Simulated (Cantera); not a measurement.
**Hydrocarbon pyrolysis for carbon deposition**

An isothermal, constant-pressure homogeneous reactor starts with 3.23 % C2H6, 96.8 % H2, at 1100 K and 0.000790 atm.

Cantera simulation using GRI-Mech 3.0 (53 species, 325 reactions); the numbers are that mechanism's predictions, not measurements. GRI-Mech 3.0 stops at C3 and has no aromatics, soot or wall deposition, so with more carbon than oxygen in the feed, carbon stays in small species such as C2H2 where larger ones or solid carbon would form. Radical loss at walls, strong at low pressure, is not modelled.

```json
[
 {"t (s)": "7.00e-6", "x C2H6": "0.0323", "x H2": "0.968", "x CH4": "<1e-12", "x CH3": "7.64e-10", "x C2H4": "<1e-12", "x C2H2": "<1e-12", "x CH2": "<1e-12"},
 {"t (s)": "1.86e-5", "x C2H6": "0.0323", "x H2": "0.968", "x CH4": "3.51e-12", "x CH3": "2.03e-9", "x C2H4": "<1e-12", "x C2H2": "<1e-12", "x CH2": "<1e-12"},
 {"t (s)": "4.93e-5", "x C2H6": "0.0323", "x H2": "0.968", "x CH4": "2.44e-11", "x CH3": "5.36e-9", "x C2H4": "<1e-12", "x C2H2": "<1e-12", "x CH2": "<1e-12"},
 {"t (s)": "0.000131", "x C2H6": "0.0323", "x H2": "0.968", "x CH4": "1.71e-10", "x CH3": "1.41e-8", "x C2H4": "<1e-12", "x C2H2": "<1e-12", "x CH2": "<1e-12"},
 {"t (s)": "0.000347", "x C2H6": "0.0323", "x H2": "0.968", "x CH4": "1.19e-9", "x CH3": "3.67e-8", "x C2H4": "1.13e-12", "x C2H2": "<1e-12", "x CH2": "<1e-12"},
 {"t (s)": "0.000921", "x C2H6": "0.0323", "x H2": "0.968", "x CH4": "8.07e-9", "x CH3": "9.25e-8", "x C2H4": "4.21e-11", "x C2H2": "<1e-12", "x CH2": "<1e-12"},
 {"t (s)": "0.00244", "x C2H6": "0.0323", "x H2": "0.968", "x CH4": "5.20e-8", "x CH3": "2.15e-7", "x C2H4": "1.50e-9", "x C2H2": "<1e-12", "x CH2": "<1e-12"},
 {"t (s)": "0.00648", "x C2H6": "0.0323", "x H2": "0.968", "x CH4": "2.95e-7", "x CH3": "4.14e-7", "x C2H4": "4.10e-8", "x C2H2": "<1e-12", "x CH2": "<1e-12"},
 {"t (s)": "0.0172", "x C2H6": "0.0323", "x H2": "0.968", "x CH4": "1.31e-6", "x CH3": "5.73e-7", "x C2H4": "7.15e-7", "x C2H2": "<1e-12", "x CH2": "<1e-12"},
 {"t (s)": "0.0456", "x C2H6": "0.0322", "x H2": "0.968", "x CH4": "4.54e-6", "x CH3": "6.56e-7", "x C2H4": "7.91e-6", "x C2H2": "2.04e-11", "x CH2": "<1e-12"},
 {"t (s)": "0.121", "x C2H6": "0.0322", "x H2": "0.968", "x CH4": "1.65e-5", "x CH3": "1.14e-6", "x C2H4": "6.53e-5", "x C2H2": "1.23e-9", "x CH2": "1.26e-12"},
 {"t (s)": "0.321", "x C2H6": "0.0317", "x H2": "0.968", "x CH4": "0.000109", "x CH3": "4.26e-6", "x C2H4": "0.000459", "x C2H2": "6.13e-8", "x CH2": "1.28e-11"},
 {"t (s)": "0.852", "x C2H6": "0.0288", "x H2": "0.967", "x CH4": "0.00114", "x CH3": "1.75e-5", "x C2H4": "0.00270", "x C2H2": "2.46e-6", "x CH2": "1.31e-10"},
 {"t (s)": "2.26", "x C2H6": "0.0174", "x H2": "0.964", "x CH4": "0.00784", "x CH3": "3.21e-5", "x C2H4": "0.0105", "x C2H2": "5.78e-5", "x CH2": "4.06e-10"},
 {"t (s)": "6.00", "x C2H6": "0.00334", "x H2": "0.960", "x CH4": "0.0175", "x CH3": "1.29e-5", "x C2H4": "0.0190", "x C2H2": "0.000466", "x CH2": "1.34e-10"}
]
```
x: mole fraction; the columns are a selection and need not sum to one.

Equilibrium at this temperature and pressure: C2H6 3.45e-7, H2 0.954, CH4 0.0289, CH3 4.98e-7, C2H4 0.000806, C2H2 0.0159, CH2 <1e-12 (gas phase only).
